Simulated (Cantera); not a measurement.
**Ammonia decomposition in nitride growth gas**

An isothermal, constant-pressure homogeneous reactor starts with 77.5 % NH3, 22.5 % H2, at 1725 K and 158 Torr.

Computed with Cantera and the gas-phase N/H chemistry of the illustrative SiF4/NH3 mechanism in the Surface Chemkin manual (1991). Walls and surfaces, which speed up NH3 decomposition in real reactors, are not modelled.

```tsv
t (s)	x NH3	x H2	x NH2	x N2	x NH	x N	x H
2.00e-6	0.775	0.225	1.71e-7	<1e-12	<1e-12	<1e-12	4.00e-8
1.38e-5	0.775	0.225	1.29e-6	<1e-12	2.43e-11	<1e-12	1.66e-7
9.46e-5	0.775	0.225	8.96e-6	1.90e-10	2.00e-9	1.98e-12	1.03e-6
0.000650	0.775	0.225	6.11e-5	4.65e-7	9.99e-8	7.96e-10	6.91e-6
0.00447	0.774	0.225	0.000232	0.000147	1.35e-6	3.70e-8	2.63e-5
0.0308	0.768	0.230	0.000237	0.00197	1.43e-6	4.02e-8	2.77e-5
0.211	0.725	0.260	0.000228	0.0139	1.42e-6	4.20e-8	3.20e-5
1.45	0.510	0.415	0.000182	0.0747	1.34e-6	4.83e-8	5.76e-5
10.0	0.104	0.707	6.11e-5	0.189	7.75e-7	4.95e-8	0.000162
```
x: mole fraction; the columns are a selection and need not sum to one.

Equilibrium at this temperature and pressure: NH3 2.31e-6, H2 0.781, NH2 2.74e-9, N2 0.218, NH 7.05e-11, N 9.23e-12, H 0.000361 (gas phase only).
